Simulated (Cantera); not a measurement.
Charge: 1 mol Si2H6, 1.1 mol HCl, 27 mol H2, held at 0.00133 bar.

Cantera equilibrium calculation (NASA polynomials, part measured and part estimated; ideal gas, pure solids and liquids). Candidate condensed phases: Si; 19 gas species. The feed counts by its element totals alone. The tables' values for SiCl3 are old estimates; treat these amounts as uncertain. The numbers say what is thermodynamically allowed, not how fast it happens.

x: gas mole fraction; n: condensed amount in mol.

```
T (°C)   x H2    x HCl   x SiCl4   x SiCl2  x SiHCl3  x H   x SiCl3  n Si(s)
------  -----  -------  --------  --------  --------  ---  --------  -------
600     0.984  0.00885   0.00556  0.000101   0.00132    ?   9.77e-5     1.78
650     0.980   0.0140   0.00429  0.000289   0.00107    ?  0.000176     1.82
700     0.975   0.0201   0.00275  0.000667  0.000749    ?  0.000253     1.86
750     0.971   0.0256   0.00132   0.00120  0.000425    ?  0.000274     1.90
800     0.969   0.0289  0.000464   0.00168  0.000190    ?  0.000221     1.92
850     0.967   0.0302  0.000136   0.00199   7.46e-5    ?  0.000147     1.93
900     0.967   0.0305   3.93e-5   0.00218   2.91e-5    ?   9.33e-5     1.93
950     0.967   0.0304   1.21e-5   0.00233   1.19e-5    ?   5.95e-5     1.92
1000    0.967   0.0303   4.05e-6   0.00246   5.16e-6    ?   3.89e-5     1.92
1050    0.967   0.0301   1.46e-6   0.00257   2.38e-6    ?   2.62e-5     1.92
1100    0.967   0.0300   5.69e-7   0.00267   1.16e-6    ?   1.81e-5     1.92
1150    0.967   0.0298   2.36e-7   0.00276   5.96e-7    ?   1.29e-5     1.91
1200    0.967   0.0296   1.04e-7   0.00285   3.20e-7    ?   9.32e-6     1.91
1250    0.967   0.0295   4.85e-8   0.00293   1.79e-7    ?   6.90e-6     1.91
```

Problem. Complete the blanks.

Solution. 
- 600, x H: 1.27e-9
- 650, x H: 6.63e-9
- 700, x H: 2.92e-8
- 750, x H: 1.12e-7
- 800, x H: 3.78e-7
- 850, x H: 1.15e-6
- 900, x H: 3.18e-6
- 950, x H: 8.10e-6
- 1000, x H: 1.92e-5
- 1050, x H: 4.27e-5
- 1100, x H: 8.97e-5
- 1150, x H: 0.000179
- 1200, x H: 0.000341
- 1250, x H: 0.000622
